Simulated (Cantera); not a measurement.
A perfectly stirred reactor is fed with H2 : O2 : N2 = 1.4 : 1 : 8.9 (molar parts), equivalence ratio 0.70, at 100.0 Torr; it is held at 1223 K, and followed from long to short residence time.

Computed with Cantera and GRI-Mech 3.0 (53 species, 325 reactions). The temperature is held fixed by assumption; the heat of reaction is taken as removed at once.

Task: Predict: x(H2) at τ = 0.630 s; x(O2) at τ = 0.630 s; x(O) at τ = 0.630 s; x(H2O) at τ = 0.630 s; x(NO) at τ = 0.630 s; x(H2) at τ = 17.0 ms; x(O2) at τ = 17.0 ms; x(O) at τ = 17.0 ms; x(H2O) at τ = 17.0 ms; x(NO) at τ = 17.0 ms.

Result: 
```
Item                     Result
---------------------  --------
x(H2) at τ = 0.630 s   0.000625
x(O2) at τ = 0.630 s     0.0284
x(O) at τ = 0.630 s    0.000203
x(H2O) at τ = 0.630 s     0.131
x(NO) at τ = 0.630 s    6.25e-7
x(H2) at τ = 17.0 ms    0.00549
x(O2) at τ = 17.0 ms     0.0309
x(O) at τ = 17.0 ms     0.00201
x(H2O) at τ = 17.0 ms     0.122
x(NO) at τ = 17.0 ms    3.99e-6
```
